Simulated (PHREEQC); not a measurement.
Dissolve 0.064 mol/kgw HF and 8.4e-05 mol/kgw NaF at 50 °C. Closed to the air; pH follows from the charge balance.

The numbers come from PHREEQC with the ion-association model, phreeqc.dat.

```csv
quantity,before,after
pH,2.27,2.85
ionic strength (mol/kgw),0.00595,0.00155
HF (mol/kgw),0.0570,0.00490
F- (mol/kgw),0.00477,0.00152
HF2- (mol/kgw),0.00118,3.23e-5
```

### Question
What was changed between the two runs?
(A) NaF left out
(B) HF from 0.064 to 0.0064 mol/kgw
(C) HF from 0.064 to 0.032 mol/kgw
(D) temperature from 50 to 90 °C

### Answer
B, HF from 0.064 to 0.0064 mol/kgw

Precipitation was switched off in this run. Away from 25 °C the constants follow the database's enthalpies or fits; those with neither stay at their 25 °C values.
